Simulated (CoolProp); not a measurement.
Vapour pressure (MPa) of cyclopentane: the reference equation beside estimates from Tc = 238.6 °C, pc = 4.583 MPa, ω = 0.202. Clausius-Clapeyron is anchored at 110.85 °C with a constant enthalpy of vaporisation of 23.63 kJ/mol.

The numbers come from the reference Helmholtz-energy equation of state, Gedanitz 2015 in CoolProp.

| T (°C) | reference | Lee-Kesler | Clausius-Clapeyron | van der Waals | Redlich-Kwong | Soave-Redlich-Kwong | Peng-Robinson |
|---|---|---|---|---|---|---|---|
| 103.55 | 0.4528 | 0.4554 | 0.4630 | 1.182 | 0.6044 | 0.4556 | 0.4521 |
| 110.85 | 0.5344 | 0.5383 | 0.5344 | 1.298 | 0.7019 | 0.5390 | 0.5341 |
| 118.15 | 0.6264 | 0.6319 | 0.6135 | 1.421 | 0.8101 | 0.6333 | 0.6269 |
| 125.45 | 0.7298 | 0.7370 | 0.7008 | 1.551 | 0.9294 | 0.7395 | 0.7314 |
| 132.75 | 0.8454 | 0.8544 | 0.7967 | 1.689 | 1.060 | 0.8584 | 0.8483 |
| 140.05 | 0.9739 | 0.9849 | 0.9016 | 1.834 | 1.204 | 0.9908 | 0.9788 |
| 147.35 | 1.116 | 1.129 | 1.016 | 1.986 | 1.360 | 1.138 | 1.124 |
| 154.65 | 1.274 | 1.289 | 1.140 | 2.147 | 1.529 | 1.300 | 1.284 |
| 161.95 | 1.447 | 1.464 | 1.275 | 2.315 | 1.712 | 1.479 | 1.461 |
| 169.25 | 1.637 | 1.656 | 1.420 | 2.492 | 1.909 | 1.675 | 1.655 |
| 176.45 | 1.842 | 1.863 | 1.574 | 2.673 | 2.119 | 1.886 | 1.864 |
| 183.75 | 2.069 | 2.092 | 1.741 | 2.866 | 2.346 | 2.119 | 2.096 |
| 191.05 | 2.316 | 2.341 | 1.920 | 3.067 | 2.588 | 2.372 | 2.348 |

Absolute difference from the reference over all 13 rows, mean and median: Lee-Kesler 1.0 and 1.1 %, Clausius-Clapeyron 8.7 and 9.0 %, van der Waals 85.1 and 78.0 %, Redlich-Kwong 22.1 and 21.9 %, Soave-Redlich-Kwong 1.8 and 2.0 %, Peng-Robinson 0.7 and 0.7 %.
